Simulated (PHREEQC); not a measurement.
Dissolve 0.00022 mol CaSO4, 8.4e-05 mol Na2CO3 and 0.0055 mol NaCl per kg of water at 25 °C. Closed to the air; pH follows from the charge balance.

All values are PHREEQC results (Pitzer model, pitzer.dat), not measurements.

Q: The ionic strength comes out as 0.00657 mol/kgw. What activity coefficients do SO4-2, CO3-2, Na+, Cl-, OH- get?

A: SO4-2 0.69, CO3-2 0.70, Na+ 0.92, Cl- 0.92, OH- 0.91. Single-ion values are on the MacInnes scale.

Precipitation was switched off in this run. Complexes and solids missing from the database can't appear.
